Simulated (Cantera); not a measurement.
Charge: 1 mol SiHCl3, 0.35 mol HCl, 1000 mol H2, equilibrated at 1850 K.

Method: chemical equilibrium by Gibbs-energy minimisation in Cantera with the NASA 1993 tables (ideal gas, pure condensed phases). Candidate condensed phases: Si; 19 gas species. The tables' values for SiCl are old estimates; treat these amounts as uncertain. Gases not in the tables: Si2H6 and higher silanes. Rates play no part.

x: gas mole fraction; n: condensed amount in mol.

```json
[
 {"P (Pa)": "100", "x H2": "0.979", "x H": "0.0169", "x HCl": "0.00325", "x Si": "0.000940", "x SiH": "2.92e-5", "x Cl": "4.26e-5", "n Si(l)": "0"},
 {"P (Pa)": "270", "x H2": "0.985", "x H": "0.0103", "x HCl": "0.00326", "x Si": "0.000903", "x SiH": "4.62e-5", "x Cl": "2.59e-5", "n Si(l)": "0"},
 {"P (Pa)": "720", "x H2": "0.989", "x H": "___", "x HCl": "0.00324", "x Si": "___", "x SiH": "___", "x Cl": "___", "n Si(l)": "0"},
 {"P (Pa)": "1900", "x H2": "0.992", "x H": "0.00389", "x HCl": "0.00325", "x Si": "0.000339", "x SiH": "4.62e-5", "x Cl": "9.70e-6", "n Si(l)": "0.523"},
 {"P (Pa)": "5200", "x H2": "0.994", "x H": "0.00236", "x HCl": "0.00326", "x Si": "0.000124", "x SiH": "2.80e-5", "x Cl": "5.88e-6", "n Si(l)": "0.766"},
 {"P (Pa)": "14000", "x H2": "0.995", "x H": "0.00144", "x HCl": "0.00327", "x Si": "4.61e-5", "x SiH": "1.70e-5", "x Cl": "3.59e-6", "n Si(l)": "0.859"},
 {"P (Pa)": "37000", "x H2": "0.996", "x H": "___", "x HCl": "0.00327", "x Si": "___", "x SiH": "___", "x Cl": "___", "n Si(l)": "0.895"},
 {"P (Pa)": "100000", "x H2": "0.996", "x H": "0.000538", "x HCl": "0.00328", "x Si": "6.45e-6", "x SiH": "6.38e-6", "x Cl": "1.34e-6", "n Si(l)": "0.910"}
]
```

**Question.** Some entries are withheld; supply them.

**Answer.** 
- 37000, x H: 0.000884
- 37000, x Si: 1.74e-5
- 37000, x SiH: 1.05e-5
- 37000, x Cl: 2.21e-6
- 720, x H: 0.00632
- 720, x Si: 0.000828
- 720, x SiH: 6.93e-5
- 720, x Cl: 1.57e-5
